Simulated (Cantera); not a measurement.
An adiabatic, constant-volume homogeneous reactor starts with CH₃OH : O₂ : N₂ = 1 : 3.75 : 14.1 (molar parts), equivalence ratio 0.40, at 1098 K and 6.51 atm. Integrator tolerance rtol = 1e-08.

Cantera simulation using GRI-Mech 3.0 (53 species, 325 reactions); the numbers are that mechanism's predictions, not measurements. GRI-Mech 3.0 was tuned for natural gas; its chemistry of methanol as a main component is partial and can be far from experiment.

Problem. What does this change do: pressure from 6.51 atm to 0.582 atm?

Solution. 
```
quantity                                                              before                                      after
---------------------------------  -----------------------------------------  -----------------------------------------
time of steepest temperature rise                                    15.8 ms                                    0.115 s
temperature at 1.00 s                                                 2232 K                                     2212 K
equilibrium temperature                                               2232 K                                     2212 K
x(CH₃OH) at 1.00 s                     <1e-12 (gas-phase equilibrium <1e-12)      <1e-12 (gas-phase equilibrium <1e-12)
x(O₂) at 1.00 s                          0.111 (gas-phase equilibrium 0.111)        0.111 (gas-phase equilibrium 0.111)
x(CO) at 1.00 s                    0.000312 (gas-phase equilibrium 0.000312)  0.000906 (gas-phase equilibrium 0.000906)
x(HO₂) at 1.00 s                     7.90e-6 (gas-phase equilibrium 7.90e-6)    4.01e-6 (gas-phase equilibrium 4.01e-6)
x(C₂H₄) at 1.00 s                      <1e-12 (gas-phase equilibrium <1e-12)      <1e-12 (gas-phase equilibrium <1e-12)
```
